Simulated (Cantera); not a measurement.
Feed: 1 mol NiS, 73 mol H2, equilibrated at 1498.15 K and 0.100 bar.

Cantera equilibrium calculation (NASA polynomials, part measured and part estimated; ideal gas, pure solids and liquids). Candidate condensed phases: Ni, NiS, NiS2, Ni3S2, Ni3S4, S; 9 gas species. Metal and sulfide melt together well below either melting point, which pure phases cannot show. Mutual solubility and eutectic melting of coexisting phases are not modelled. Kinetics and transport are ignored.

Base state: H2 0.988, H2S 0.0121, SH 0.000169, S2 0.000112, H 5.41e-5 (mole fractions); condensed: Ni(s) + Ni3S2(l).

Problem. What changes in the equilibrium state with this change: H2 from 73 to 3.1 mol?

Solution. 
| species | before | after |
|---|---|---|
| H2 | 0.988 | 0.901 |
| H2S | 0.0121 | 0.0903 |
| S2 | 0.000112 | 0.00748 |
| S | 1.33e-6 | 1.09e-5 |
| SH | 0.000169 | 0.00132 |
| H | 5.41e-5 | 5.17e-5 |
| Ni(s), mol | 0.870 | 0 |
| Ni3S2(l), mol | 0.0434 | 0.333 |

Problem. What changes in the equilibrium state with this change: temperature from 1498.15 K to 1850 K?

Solution. 
| species | before | after |
|---|---|---|
| H2 | 0.988 | 0.986 |
| H2S | 0.0121 | 0.00957 |
| H | 5.41e-5 | 0.00169 |
| Ni | 4.93e-7 | 0.000272 |
| NiS | 3.51e-7 | 7.17e-5 |
| S | 1.33e-6 | 0.000116 |
| S2 | 0.000112 | 0.00112 |
| SH | 0.000169 | 0.00166 |
| Ni(s), mol | 0.870 | 0 |
| Ni3S2(l), mol | 0.0434 | 0 |
| Ni(l), mol | 0 | 0.975 |
